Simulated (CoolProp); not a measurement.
Nitrous oxide at 293.15 K and 1.29 MPa is throttled through a valve to 0.286 MPa with no heat exchange. Each further row changes one setting.

The numbers come from the reference Helmholtz-energy equation of state, Lemmon 2006 in CoolProp. It is a short technical equation, of lower accuracy than the large ones.

```json
[
 {"case": "as stated", "temperature change (K)": "…", "final density (kg/m³)": "…"},
 {"case": "outlet pressure 0.0858 MPa", "temperature change (K)": "…", "final density (kg/m³)": "…"},
 {"case": "outlet pressure 0.372 MPa", "temperature change (K)": "…", "final density (kg/m³)": "…"}
]
```

**Question.** Complete the blanks.

**Answer.** 
- as stated, temperature change (K): -12.2
- as stated, final density (kg/m³): 5.49
- outlet pressure 0.0858 MPa, temperature change (K): -14.7
- outlet pressure 0.0858 MPa, final density (kg/m³): 1.64
- outlet pressure 0.372 MPa, temperature change (K): -11.1
- outlet pressure 0.372 MPa, final density (kg/m³): 7.15
